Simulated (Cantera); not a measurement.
Cantera run, input and output.

```python
import numpy as np
import cantera as ct

gas = ct.Solution("gri30.yaml")
gas.TPX = 1150, 54000, {'CH4': 1, 'C2H6': 0.16, 'O2': 7.11, 'N2': 64}
reactor = ct.IdealGasConstPressureReactor(gas, energy="on", clone=False)
net = ct.ReactorNet([reactor])
net.rtol, net.atol = 1e-08, 1e-16
show = ['CH4', 'C2H6', 'O2', 'O', 'H', 'CH2O']
times = np.geomspace(2e-06, 10, 15)

steps = ct.SolutionArray(gas, extra=["t"])
rows = []
print(f"{'t/s':>10s}{'T/K':>9s}{'P/Pa':>11s}" + "".join(f"{s:>11s}" for s in show))
for t in times:
    while net.time < t:
        t_next = net.step()
        steps.append(gas.state, t=t_next)
    rows.append([np.interp(t, steps.t, y) for y in (steps.T, steps.P, *steps(*show).X.T)])
    print(f"{t:10.3e}{rows[-1][0]:9.1f}{rows[-1][1]:11.4g}" + "".join(f"{x:11.3e}" for x in rows[-1][2:]))
rate = np.gradient(steps.T, steps.t)
print("integrator steps:", len(steps.t))
if steps.T.max() > steps.T[0] + 200:
    print(f"time of steepest temperature rise: {steps.t[rate.argmax()]:.4e} s")
gas.TPX = 1150, 54000, {'CH4': 1, 'C2H6': 0.16, 'O2': 7.11, 'N2': 64}
gas.equilibrate("HP")
print(f"equilibrium (HP): T = {gas.T:.1f} K  " + "  ".join(f"{s} {gas[s].X[0]:.3e}" for s in show))
```

Result:

```
       t/s      T/K       P/Pa        CH4       C2H6         O2          O          H       CH2O
 2.000e-06   1150.0    5.4e+04  1.384e-02  2.214e-03  9.838e-02  1.204e-13  1.014e-12  3.199e-13
 6.019e-06   1150.0    5.4e+04  1.384e-02  2.214e-03  9.838e-02  8.613e-13  2.683e-12  3.043e-12
 1.811e-05   1150.0    5.4e+04  1.384e-02  2.214e-03  9.838e-02  4.751e-12  7.642e-12  2.799e-11
 5.452e-05   1150.0    5.4e+04  1.384e-02  2.214e-03  9.838e-02  2.147e-11  2.817e-11  2.555e-10
 1.641e-04   1150.0    5.4e+04  1.384e-02  2.214e-03  9.838e-02  7.861e-11  9.843e-11  2.316e-09
 4.938e-04   1150.0    5.4e+04  1.384e-02  2.214e-03  9.838e-02  2.568e-10  3.244e-10  2.107e-08
 1.486e-03   1150.0    5.4e+04  1.384e-02  2.213e-03  9.838e-02  9.592e-10  1.349e-09  2.046e-07
 4.472e-03   1150.0    5.4e+04  1.383e-02  2.207e-03  9.837e-02  9.343e-09  1.638e-08  3.453e-06
 1.346e-02   1505.5    5.4e+04 -1.731e-18  2.947e-24  6.291e-02  1.970e-03  7.294e-04  4.624e-13
 4.051e-02   1554.1    5.4e+04 -1.446e-18  2.324e-28  6.285e-02  1.030e-05  2.620e-07  1.458e-18
 1.219e-01   1554.4    5.4e+04  3.060e-18  3.867e-30  6.287e-02  3.132e-06  4.427e-08  4.927e-19
 3.669e-01   1554.4    5.4e+04  4.240e-24 -1.092e-36  6.287e-02  2.843e-06  3.835e-08  1.794e-19
 1.104e+00   1554.4    5.4e+04  4.948e-28 -7.311e-44  6.287e-02  2.843e-06  3.834e-08  1.793e-19
 3.323e+00   1554.4    5.4e+04  5.503e-29  1.920e-44  6.287e-02  2.843e-06  3.834e-08  1.793e-19
 1.000e+01   1554.4    5.4e+04 -1.827e-29  5.449e-45  6.287e-02  2.843e-06  3.834e-08  1.793e-19
integrator steps: 1902
time of steepest temperature rise: 1.2524e-02 s
equilibrium (HP): T = 1552.1 K  CH4 7.059e-30  C2H6 2.958e-55  O2 6.242e-02  O 2.751e-06  H 3.690e-08  CH2O 1.701e-19
```

Computed with Cantera and GRI-Mech 3.0 (53 species, 325 reactions).
